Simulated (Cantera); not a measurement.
A Cantera script and what it prints.

```python
import numpy as np
import cantera as ct

gas_names = """
    CL CL2 Cs CsCL Cs2 Cs2CL2 H HCL H2 N NH NH2 NH3 N2 N2H2 N2H4
""".split()
cond_names = """
    Cs(cr) Cs(L) CsCL(a) CsCL(b) CsCL(L) NH4CL(a) NH4CL(b)
""".split()


# ... load() reads the species with a 1 bar reference pressure and builds the phases ...
atoms = {
    'CsCl': {'Cs': 1, 'CL': 1},
    'HCl': {'H': 1, 'CL': 1},
    'N2': {'N': 2},
}
top_T = {}  # K; cautious upper limits of use, not melting points


# ... equilibrate(T, P, feed) seeds the gas with the atoms and calls Mixture.equilibrate('TP', solver="vcs", rtol=1e-11, max_steps=5000) ...
results = []
feed = {'CsCl': 1, 'HCl': 0.2, 'N2': 15}  # mol
P = 20000  # Pa
for T in [625, 700, 775, 850, 925, 1000, 1075, 1150, 1225, 1300]:
    mix = equilibrate(T, P, feed)
    results.append((T, P, feed, dict(zip(mix.species_names, mix.species_moles))))
    x = sorted(zip(gas.X, gas.species_names), reverse=True)
    print(f"T = {T:g} K  P = {P:g} Pa  gas = {mix.phase_moles(0):.4g} mol")
    print("   x: " + "  ".join(f"{s} {v:.3e}" for v, s in x if v > 1e-06))
    print("   condensed (mol): " + ("  ".join(f"{mix.phase(i).name} {mix.phase_moles(i):.4g}"
          for i in range(1, mix.n_phases) if mix.phase_moles(i) > 1e-12) or "none"))
```

It prints:

```
T = 625 K  P = 20000 Pa  gas = 15.2 mol
   x: N2 9.868e-01  HCL 1.316e-02
   condensed (mol): CsCL(a) 1
T = 700 K  P = 20000 Pa  gas = 15.2 mol
   x: N2 9.868e-01  HCL 1.316e-02
   condensed (mol): CsCL(a) 1
T = 775 K  P = 20000 Pa  gas = 15.2 mol
   x: N2 9.868e-01  HCL 1.316e-02  CsCL 6.282e-06  Cs2CL2 2.549e-06
   condensed (mol): CsCL(b) 0.9998
T = 850 K  P = 20000 Pa  gas = 15.2 mol
   x: N2 9.867e-01  HCL 1.316e-02  CsCL 8.283e-05  Cs2CL2 3.997e-05
   condensed (mol): CsCL(b) 0.9975
T = 925 K  P = 20000 Pa  gas = 15.22 mol
   x: N2 9.858e-01  HCL 1.314e-02  CsCL 6.919e-04  Cs2CL2 3.737e-04
   condensed (mol): CsCL(L) 0.9781
T = 1000 K  P = 20000 Pa  gas = 15.28 mol
   x: N2 9.816e-01  HCL 1.309e-02  CsCL 3.559e-03  Cs2CL2 1.801e-03
   condensed (mol): CsCL(L) 0.8906
T = 1075 K  P = 20000 Pa  gas = 15.52 mol
   x: N2 9.662e-01  CsCL 1.421e-02  HCL 1.288e-02  Cs2CL2 6.661e-03
   condensed (mol): CsCL(L) 0.5725
T = 1150 K  P = 20000 Pa  gas = 16 mol
   x: N2 9.377e-01  CsCL 3.704e-02  Cs2CL2 1.274e-02  HCL 1.250e-02  CL 1.832e-06  H2 1.005e-06
   condensed (mol): none
T = 1225 K  P = 20000 Pa  gas = 16.09 mol
   x: N2 9.325e-01  CsCL 4.803e-02  HCL 1.243e-02  Cs2CL2 7.069e-03  CL 4.730e-06  H2 2.484e-06
   condensed (mol): none
T = 1300 K  P = 20000 Pa  gas = 16.14 mol
   x: N2 9.291e-01  CsCL 5.498e-02  HCL 1.238e-02  Cs2CL2 3.483e-03  CL 1.091e-05  H2 5.605e-06
   condensed (mol): none
```

These are equilibrium values from Cantera (NASA tables, ideal gas, pure condensed phases), not measurements of a reactor.
